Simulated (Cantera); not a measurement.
Feed: 1 mol Al2O3, 0.27 mol H2O, at 2.10 bar.

Method: chemical equilibrium by Gibbs-energy minimisation in Cantera with the NASA 1993 tables (ideal gas, pure condensed phases). Candidate condensed phases: Al, Al2O3, H2O; 19 gas species. Rates play no part. All values below are at 1298 K.

Base state: H2O 1.000, H2 1.92e-5 (mole fractions); condensed: Al2O3(s).

What changes in the equilibrium state with this change: Al2O3 replaced by Fe2O3?


```tsv
species	before	after
H2O	1.000	1.000
H2	1.92e-5	1.92e-5
Al2O3(s), mol	1.00	0
Fe2O3(s), mol	0	1.00
```
Further candidate phases: Fe, FeO, Fe(OH)2, Fe(OH)3, Fe2O3, Fe3O4.
